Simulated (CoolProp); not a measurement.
A Linde-Hampson liquefier for methane: isothermal reversible compression at 250 K from 1 atm to 20 MPa, throttling to 1 atm, return gas leaving the recuperator 0 K below the feed. Each further row changes one setting.

The numbers come from the reference Helmholtz-energy equation of state, Setzmann 1991 in CoolProp.

| case | liquid yield per pass | compression work (kJ/kg of gas) |
|---|---|---|
| as stated | (withheld) | 613 |
| high pressure 40 MPa | (withheld) | (withheld) |
| warm-end temperature 280 K | (withheld) | (withheld) |
| warm-end gap 5 K | (withheld) | 613 |

Problem. What belongs in the gaps?

Solution. 
- as stated, liquid yield per pass: 0.326
- high pressure 40 MPa, liquid yield per pass: 0.355
- high pressure 40 MPa, compression work (kJ/kg of gas): 688
- warm-end temperature 280 K, liquid yield per pass: 0.239
- warm-end temperature 280 K, compression work (kJ/kg of gas): 714
- warm-end gap 5 K, liquid yield per pass: 0.317
